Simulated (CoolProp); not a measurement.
Properties of normal hydrogen at several states.

Values from CoolProp's reference Helmholtz-energy equation of state, Leachman 2009.

```json
[
 {"T (°C)": "13.05", "p (MPa)": "1.2", "phase": "gas", "cp (kJ/(kg K))": "14.29", "expansivity (1/kK)": "3.480", "viscosity (µPa s)": "8.66", "conductivity (mW/(m K))": "181"},
 {"T (°C)": "372.35", "p (MPa)": "0.287", "phase": "gas", "cp (kJ/(kg K))": "14.58", "expansivity (1/kK)": "1.548", "viscosity (µPa s)": "15.2", "conductivity (mW/(m K))": "326"},
 {"T (°C)": "503.95", "p (MPa)": "2.58", "phase": "supercritical", "cp (kJ/(kg K))": "14.69", "expansivity (1/kK)": "1.278", "viscosity (µPa s)": "17.3", "conductivity (mW/(m K))": "377"},
 {"T (°C)": "532.75", "p (MPa)": "0.136", "phase": "gas", "cp (kJ/(kg K))": "14.72", "expansivity (1/kK)": "1.240", "viscosity (µPa s)": "17.8", "conductivity (mW/(m K))": "386"},
 {"T (°C)": "72.95", "p (MPa)": "0.223", "phase": "gas", "cp (kJ/(kg K))": "14.43", "expansivity (1/kK)": "2.887", "viscosity (µPa s)": "9.87", "conductivity (mW/(m K))": "208"},
 {"T (°C)": "-155.85", "p (MPa)": "4.17", "phase": "supercritical", "cp (kJ/(kg K))": "12.57", "expansivity (1/kK)": "9.084", "viscosity (µPa s)": "4.86", "conductivity (mW/(m K))": "88.4"}
]
```

Viscosity comes from a separate model (Muzny 2013). Thermal conductivity comes from a separate model (Assael 2011).
